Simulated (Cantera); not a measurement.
Charge: 1 mol Si, 2.1 mol H2, held at 773.15 K and 1.00 bar.

Method: chemical equilibrium by Gibbs-energy minimisation in Cantera with the NASA 1993 tables (ideal gas, pure condensed phases). Candidate condensed phases: Si; 9 gas species. Equilibrium is a limit: real reactors are often held back by kinetics, nucleation or transport.

Base state: H2 1.00 (mole fractions); condensed: Si(s).

Problem. What changes in the equilibrium state with this change: 0.11 mol HCl added?

Solution. 
```csv
species,before,after
H2,1.00,0.985
SiHCl3,0,0.00787
SiCl4,0,0.00621
SiH2Cl2,0,0.000767
HCl,0,0.000490
"Si(s), mol",1.00,0.968
```
